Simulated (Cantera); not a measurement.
An isothermal, constant-pressure homogeneous reactor starts with N2O : H2O = 1 : 0.0081 (molar parts), at 1200 K and 1.00 bar.

Cantera simulation using GRI-Mech 3.0 (53 species, 325 reactions); the numbers are that mechanism's predictions, not measurements. GRI-Mech 3.0 was tuned for natural gas; its chemistry of N2O as a main component is partial and can be far from experiment. The mechanism lacks the step 2 NO + O2 → 2 NO2, which can matter for NO2 below about 1400 K. The temperature is held fixed by assumption; the heat of reaction is taken as removed at once.

x: mole fraction; the columns are a selection and need not sum to one.

| t (s) | x N2O | x H2O | x NO2 | x OH | x O2 | x HO2 | x H |
|---|---|---|---|---|---|---|---|
| 2.00e-6 | 0.992 | 0.00803 | <1e-12 | 1.43e-9 | 8.04e-8 | 2.86e-12 | <1e-12 |
| 5.97e-6 | 0.992 | 0.00803 | <1e-12 | 1.04e-8 | 5.86e-7 | 6.48e-11 | <1e-12 |
| 1.78e-5 | 0.992 | 0.00803 | 4.22e-12 | 5.65e-8 | 3.24e-6 | … | 7.24e-12 |
| 5.32e-5 | 0.992 | 0.00803 | 7.59e-11 | 2.09e-7 | 1.26e-5 | … | 3.03e-11 |
| 0.000159 | 0.992 | 0.00803 | 1.96e-9 | 5.87e-7 | 4.06e-5 | … | 9.33e-11 |
| 0.000474 | 0.992 | 0.00803 | 8.90e-8 | 1.29e-6 | 0.000124 | … | 2.49e-10 |
| 0.00141 | 0.991 | 0.00803 | 2.56e-6 | 2.70e-6 | 0.000375 | … | 5.57e-10 |
| 0.00422 | 0.988 | 0.00802 | 2.37e-5 | 4.58e-6 | 0.00113 | … | 7.85e-10 |
| 0.0126 | 0.981 | 0.00800 | 9.94e-5 | 6.05e-6 | 0.00335 | … | 8.73e-10 |
| 0.0376 | 0.959 | 0.00794 | 0.000240 | 7.41e-6 | 0.00987 | … | 8.90e-10 |
| 0.112 | 0.898 | 0.00778 | 0.000361 | 8.42e-6 | 0.0282 | … | 8.88e-10 |
| 0.335 | 0.748 | 0.00738 | 0.000453 | 8.57e-6 | 0.0738 | … | 8.26e-10 |
| 1.00 | 0.467 | 0.00662 | 0.000547 | 7.57e-6 | 0.160 | … | 6.27e-10 |

### Question
Fill in the missing entries.

### Answer

- 1.78e-5, x HO2: 1.17e-9
- 5.32e-5, x HO2: 1.48e-8
- 0.000159, x HO2: 1.34e-7
- 0.000474, x HO2: 8.37e-7
- 0.00141, x HO2: 2.20e-6
- 0.00422, x HO2: 1.84e-6
- 0.0126, x HO2: 1.13e-6
- 0.0376, x HO2: 6.25e-7
- 0.112, x HO2: 2.87e-7
- 0.335, x HO2: 1.18e-7
- 1.00, x HO2: 4.87e-8
